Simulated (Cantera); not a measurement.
A perfectly stirred reactor is fed with CH4 : H2O : H2 = 1 : 0.31 : 0.11 (molar parts), at 0.390 bar; it is held at 1725 K, and followed from long to short residence time.

Detailed kinetics in Cantera: GRI-Mech 3.0 (53 species, 325 reactions). GRI-Mech 3.0 stops at C3 and has no aromatics, soot or wall deposition, so with more carbon than oxygen in the feed, carbon stays in small species such as C2H2 where larger ones or solid carbon would form.

Q: What does this change do: pressure from 0.390 bar to 5.00 bar?

A: 
```tsv
quantity	before	after
x(CH4) at τ = 3.60 s	0.0249	0.0886
x(H2O) at τ = 3.60 s	0.0236	0.0105
x(H2) at τ = 3.60 s	0.724	0.684
x(C2H) at τ = 3.60 s	2.80e-7	5.66e-8
x(C2H2) at τ = 3.60 s	0.131	0.0893
x(CH4) at τ = 87.0 ms	0.139	0.124
x(H2O) at τ = 87.0 ms	0.129	0.0997
x(H2) at τ = 87.0 ms	0.561	0.591
x(C2H) at τ = 87.0 ms	3.04e-7	8.44e-8
x(C2H2) at τ = 87.0 ms	0.153	0.130
```
